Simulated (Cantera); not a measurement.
Input: 1 mol Si2Cl6, 2.8 mol HCl, 430 mol H2, held at 100000 Pa.

Method: chemical equilibrium by Gibbs-energy minimisation in Cantera with the NASA 1993 tables (ideal gas, pure condensed phases). Candidate condensed phases: Si; 19 gas species. The feed counts by its element totals alone. The tables' values for SiCl3 are old estimates; treat these amounts as uncertain. Rates play no part.

At 1248 K, list the 6 most abundant gas species with their mole fractions, and the condensed phases.

H2 0.983, HCl 0.0149, SiHCl3 0.000683, SiCl2 0.000570, SiCl4 0.000295, SiH2Cl2 0.000215. Condensed: Si(s).
